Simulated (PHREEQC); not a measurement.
Synthetic water in mg/kgw, 25 °C, pH 3.02, pe 8.6:

```
constituent  mg/kgw
-----------  ------
Na              117
K              2.32
Ca             9.23
Mg             44.8
Cl             77.5
S(6) as SO4    1340
Mn(2)          2.01
Li           0.0179
```

Valence states are taken as typed.

Computed with PHREEQC (ion-association model, wateq4f.dat).

Q: The ionic strength comes out as 0.0313 mol/kgw. What activity coefficients do SO4-2, NaSO4-, HSO4-, Na+, Ca+2 get?

A: SO4-2 0.52, NaSO4- 0.85, HSO4- 0.85, Na+ 0.85, Ca+2 0.53.

No solid was allowed to form.
